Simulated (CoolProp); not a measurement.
Vapour-liquid equilibrium of R134a (1) + R152A (2) at 215.2 K; x and y are mole fractions of (1).

The numbers come from the multi-fluid Helmholtz-energy mixture model, Tillner-Roth 1994 and Outcalt 1996; pair parameters Lemmon 2004 in CoolProp.

| x | bubble pressure, mixture model (MPa) | bubble pressure, Raoult's law (MPa) | y, mixture model | y, Raoult's law |
|---|---|---|---|---|
| 0.05 | 0.01690 | 0.01712 | ___ | 0.053 |
| 0.125 | 0.01668 | 0.01720 | ___ | 0.132 |
| 0.2 | ___ | 0.01728 | ___ | 0.210 |
| 0.275 | 0.01639 | 0.01737 | 0.262 | 0.287 |
| 0.35 | 0.01633 | 0.01745 | 0.345 | 0.364 |
| 0.425 | 0.01633 | 0.01753 | 0.431 | 0.440 |
| 0.5 | 0.01640 | 0.01761 | 0.517 | 0.515 |
| 0.575 | ___ | 0.01769 | 0.601 | 0.590 |
| 0.65 | 0.01670 | 0.01777 | 0.683 | 0.664 |
| 0.725 | 0.01694 | 0.01785 | 0.761 | 0.737 |
| 0.8 | 0.01722 | 0.01793 | 0.834 | 0.810 |
| 0.875 | 0.01754 | 0.01801 | ___ | 0.882 |
| 0.95 | 0.01790 | 0.01809 | 0.963 | 0.953 |

Task: What belongs in the gaps?

Result: 
- 0.05, y, mixture model: 0.041
- 0.125, y, mixture model: 0.109
- 0.2, bubble pressure, mixture model (MPa): 0.01651
- 0.2, y, mixture model: 0.183
- 0.575, bubble pressure, mixture model (MPa): 0.01652
- 0.875, y, mixture model: 0.901

The largest gap from Raoult's law is -6.9 % in bubble pressure, at x = 0.5. y crosses x between x = 0.35 and 0.425: the model has an azeotrope there.

Pair parameters are fitted to limited data, so mixtures are less certain than the pure fluids.
